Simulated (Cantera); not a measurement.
An isothermal plug-flow reactor at 900 K and 4.30 bar (inlet), inlet velocity 0.094 m/s, active area per volume 1200 1/m; feed CH4 : O2 : N2 : H2O = 0.004 : 0.018 : 0.79 : 0.068 (molar parts), equivalence ratio 0.44.

Model: Deutschmann's 1995 Pt surface mechanism with GRI-Mech 3.0 gas chemistry, integrated in Cantera. Catalytic surfaces can have several steady states; this one follows from the mechanism file's or the stated starting coverage. Mass transfer to the wall is taken as infinitely fast.

Question: What does this change do: temperature 900 to 1273 K?

Answer: 
```
quantity                 before    after
----------------------  -------  -------
x(CH4) at z = 0.0031 m  0.00234  1.10e-8
x(O2) at z = 0.0031 m    0.0161   0.0115
x(H2O) at z = 0.0031 m   0.0817   0.0863
x(CO2) at z = 0.0031 m  0.00219  0.00446
x(CO) at z = 0.0031 m   6.93e-7  7.65e-9
θ(free Pt) at the exit    0.112    0.545
θ(O*) at the exit         0.875    0.449
θ(OH*) at the exit       0.0123  0.00633
```

Question: What does this change do: O2 0.018 to 0.0078 parts?

Answer: 
```csv
quantity,before,after
x(CH4) at z = 0.0031 m,0.00234,0.000500
x(O2) at z = 0.0031 m,0.0161,0.000788
x(H2O) at z = 0.0031 m,0.0817,0.0864
x(CO2) at z = 0.0031 m,0.00219,0.00409
x(CO) at z = 0.0031 m,6.93e-7,2.30e-7
θ(free Pt) at the exit,0.112,0.259
θ(O*) at the exit,0.875,0.723
θ(OH*) at the exit,0.0123,0.0175
```
